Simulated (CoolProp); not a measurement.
Vapour-liquid equilibrium of cyclohexane (1) + o-xylene (2) at 383.9 K; x and y are mole fractions of (1).

Model: multi-fluid Helmholtz-energy mixture model, Zhou 2014 and Zhou 2012; pair parameters Bell 2016, in CoolProp.

**Question.** Give the bubble pressure and the first vapour's composition at x = 0.425, 0.65, 0.8. Is there an azeotrope?

**Answer.** x = 0.425: 1.345 bar, y = 0.818; x = 0.65: 1.727 bar, y = 0.902; x = 0.8: 1.968 bar, y = 0.945. No azeotrope shows between x = 0.05 and 0.95.

The pair parameters rest on a limited set of measurements; away from them the model extrapolates.
